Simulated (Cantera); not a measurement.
# Moist CO burnout

An isothermal, constant-pressure homogeneous reactor starts with CO : O2 : H2O : N2 = 0.0018 : 0.0038 : 0.0001 : 1 (molar parts), equivalence ratio 0.24, at 1450 K and 0.140 bar.

Computed with Cantera and GRI-Mech 3.0 (53 species, 325 reactions).

```tsv
t (s)	x CO	x O2	x H2O	x N2O	x CO2	x H2	x NO
0.000100	0.00179	0.00378	9.94e-5	<1e-12	1.23e-10	<1e-12	<1e-12
0.000427	0.00179	0.00378	9.94e-5	<1e-12	5.24e-10	<1e-12	<1e-12
0.00182	0.00179	0.00378	9.94e-5	<1e-12	2.25e-9	<1e-12	<1e-12
0.00777	0.00179	0.00378	9.94e-5	1.29e-12	1.07e-8	4.35e-12	<1e-12
0.0331	0.00179	0.00378	9.94e-5	3.43e-11	1.61e-7	5.13e-10	1.43e-12
0.141	0.00139	0.00343	6.90e-5	1.15e-7	0.000404	2.24e-6	2.77e-8
0.603	0.000249	0.00285	5.84e-5	1.49e-7	0.00154	3.34e-6	2.13e-6
2.57	2.68e-5	0.00288	9.36e-5	1.59e-7	0.00176	5.02e-7	3.48e-6
11.0	2.51e-6	0.00288	9.80e-5	3.52e-8	0.00179	5.21e-8	3.76e-6
46.9	4.19e-7	0.00288	9.89e-5	6.54e-9	0.00179	9.36e-9	3.82e-6
200	2.05e-7	0.00288	9.91e-5	3.33e-9	0.00179	4.76e-9	3.88e-6
```
x: mole fraction; the columns are a selection and need not sum to one.

Equilibrium at this temperature and pressure: CO 2.04e-7, O2 0.00282, H2O 9.91e-5, N2O 3.26e-9, CO2 0.00179, H2 4.75e-9, NO 0.000124 (gas phase only).
